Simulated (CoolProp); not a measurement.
Model: reference Helmholtz-energy equation of state, Schroeder 2014, in CoolProp.

Question: For ethanol, give the phase and the conductivity (mW/(m K)), Prandtl number at 560.8 K and 101 kPa; 620 K and 101 kPa.

Answer: 
- 560.8 K and 101 kPa: gas; conductivity 45.8, Prandtl number 0.812
- 620 K and 101 kPa: gas; conductivity 53.6, Prandtl number 0.812

Viscosity comes from a separate model (Kiselev 2005). Thermal conductivity comes from a separate model (Assael 2013).
